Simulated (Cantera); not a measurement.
Feed: 1 mol Cu2O, 0.38 mol C, 5 mol N2, held at 0.100 bar.

Equilibrium computed with Cantera from the NASA thermochemical tables; the gas is ideal and each condensed phase is pure. Candidate condensed phases: C, Cu, CuO, Cu2O; 27 gas species. Mutual solubility and eutectic melting of coexisting phases are not modelled. The numbers say what is thermodynamically allowed, not how fast it happens.

Task: Which condensed phases are stable at each of these points (T (°C)): 650, 700, 750, 800, 850, 900, 950, 1000, 1050, 1100, 1150, 1200?

Result: 
```json
[
 {"T (°C)": "650", "condensed phases": "Cu(s) + Cu2O(s)", "Cu condensed (%)": "100.0"},
 {"T (°C)": "700", "condensed phases": "Cu(s) + Cu2O(s)", "Cu condensed (%)": "100.0"},
 {"T (°C)": "750", "condensed phases": "Cu(s) + Cu2O(s)", "Cu condensed (%)": "100.0"},
 {"T (°C)": "800", "condensed phases": "Cu(s) + Cu2O(s)", "Cu condensed (%)": "100.0"},
 {"T (°C)": "850", "condensed phases": "Cu(s) + Cu2O(s)", "Cu condensed (%)": "100.0"},
 {"T (°C)": "900", "condensed phases": "Cu(s) + Cu2O(s)", "Cu condensed (%)": "100.0"},
 {"T (°C)": "950", "condensed phases": "Cu(s) + Cu2O(s)", "Cu condensed (%)": "100.0"},
 {"T (°C)": "1000", "condensed phases": "Cu(s) + Cu2O(s)", "Cu condensed (%)": "100.0"},
 {"T (°C)": "1050", "condensed phases": "Cu(s) + Cu2O(s)", "Cu condensed (%)": "100.0"},
 {"T (°C)": "1100", "condensed phases": "Cu(l) + Cu2O(s)", "Cu condensed (%)": "100.0"},
 {"T (°C)": "1150", "condensed phases": "Cu(l) + Cu2O(s)", "Cu condensed (%)": "100.0"},
 {"T (°C)": "1200", "condensed phases": "Cu(l) + Cu2O(s)", "Cu condensed (%)": "100.0"}
]
```

From 650 °C to 1050 °C the condensed part is Cu(s) + Cu2O(s). From 1100 °C to 1200 °C the condensed part is Cu(l) + Cu2O(s).
